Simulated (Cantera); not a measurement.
# Roasting and sulfation: FeS + SO2 + N2

Input: 1 mol FeS, 0.068 mol SO2, 1.5 mol N2, equilibrated at 100000 Pa.

Equilibrium computed with Cantera from the NASA thermochemical tables; the gas is ideal and each condensed phase is pure. Candidate condensed phases: Fe, FeO, FeS, FeSO4, FeS2, Fe2O3, Fe2(SO4)3, Fe3O4, S; 19 gas species. Metal and sulfide melt together well below either melting point, which pure phases cannot show. Mutual solubility and eutectic melting of coexisting phases are not modelled. The tables' stoichiometric FeO is somewhat more stable than real wüstite, so its field is too wide. FeO, FeS: taken at fixed stoichiometry. Gases not in the tables: S3 to S7. Rates play no part.

```csv
T (°C),x N2,x SO2,x S2,x S2O,x SO,n FeS(s),n Fe3O4(s),n FeO(s)
1000,0.956,0.0390,0.00509,0.000199,7.99e-5,0.990,0.00330,0
1025,0.956,0.0387,0.00543,0.000206,0.000101,0.989,0.00353,0
1050,0.955,0.0389,0.00607,0.000223,0.000129,0.987,0,0.0131
1075,0.954,0.0383,0.00698,0.000244,0.000162,0.985,0,0.0151
1100,0.954,0.0375,0.00796,0.000266,0.000202,0.983,0,0.0172
1125,0.954,0.0368,0.00903,0.000287,0.000250,0.980,0,0.0195
1150,0.953,0.0359,0.0102,0.000308,0.000306,0.978,0,0.0220
```
x: gas mole fraction; n: condensed amount in mol.

From 1000 °C to 1025 °C the condensed part is FeS(s) + Fe3O4(s). From 1050 °C to 1150 °C the condensed part is FeO(s) + FeS(s).
